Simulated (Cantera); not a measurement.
An adiabatic, constant-pressure homogeneous reactor starts with CH4 : CO : O2 : N2 = 1 : 0.24 : 6.42 : 24.2 (molar parts), equivalence ratio 0.33, at 1775 K and 0.375 atm.

Cantera simulation using GRI-Mech 3.0 (53 species, 325 reactions); the numbers are that mechanism's predictions, not measurements.

**Question.** Predict: time of steepest temperature rise; temperature at 5.00 s; equilibrium temperature; x(CO) at 5.00 s; x(O2) at 5.00 s; x(NO2) at 5.00 s; x(OH) at 5.00 s.

**Answer.** 
```
Item                                                                 Value
---------------------------------  ---------------------------------------
time of steepest temperature rise                                 0.311 ms
temperature at 5.00 s                                               2368 K
equilibrium temperature                                             2368 K
x(CO) at 5.00 s                    0.00291 (gas-phase equilibrium 0.00291)
x(O2) at 5.00 s                        0.126 (gas-phase equilibrium 0.126)
x(NO2) at 5.00 s                   6.68e-6 (gas-phase equilibrium 6.68e-6)
x(OH) at 5.00 s                    0.00797 (gas-phase equilibrium 0.00797)
```
